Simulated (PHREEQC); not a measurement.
Make-up at 25 °C: 0.02 mol/kgw HF, 5.1e-05 mol/kgw Na2CO3 and 0.00018 mol/kgw KCl. Closed to the air; pH follows from the charge balance.

The numbers come from PHREEQC with the ion-association model, wateq4f.dat.

| quantity | before | after |
|---|---|---|
| pH | 2.49 | 2.63 |
| ionic strength (mol/kgw) | 0.00371 | 0.00275 |
| HF (mol/kgw) | 0.0151 | 0.0169 |
| F- (mol/kgw) | 0.00334 | 0.00239 |
| H2F2 (mol/kgw) | 0.000594 | 0.000160 |
| HF2- (mol/kgw) | 0.000193 | 0.000178 |
| SI of Halite (NaCl) | -9.38 | -9.45 |
| SI of Nahcolite (NaHCO3) | -11.63 | -11.75 |

Q: Which change was made?
(A) temperature from 25 to 65 °C
(B) 0.0028 mol/kgw Na2SO4 added
(C) temperature from 25 to 15 °C
(D) diluted 100-fold with water

A: A, temperature from 25 to 65 °C

Precipitation was switched off in this run. wateq4f.dat counts part of the HF as a dimer, H2F2, which phreeqc.dat doesn't know; its constant is uncertain. At this temperature some constants are extrapolated from 25 °C, and those without enthalpy data are left unchanged.
